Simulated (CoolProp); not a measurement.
The fluid at 387.26 K and 0.357 MPa is throttled through a valve to 0.167 MPa with no heat exchange. The same conditions are run with several fluids, on thermodynamics alone (safety and materials aside).

Model: reference Helmholtz-energy equation of state of each fluid (water: Wagner 2002; n-undecane: Aleksandrov 2011; n-nonane: Lemmon 2006; cyclohexane: Zhou 2014; m-xylene: Zhou 2012), in CoolProp.

```csv
fluid,temperature change (K),final phase,final density (kg/m³)
water,+0.0,liquid,948
n-undecane,+0.1,liquid,668
n-nonane,+0.1,liquid,642
cyclohexane,-15.8,"two-phase, vapour fraction 0.104",43.6
m-xylene,+0.1,liquid,780
```
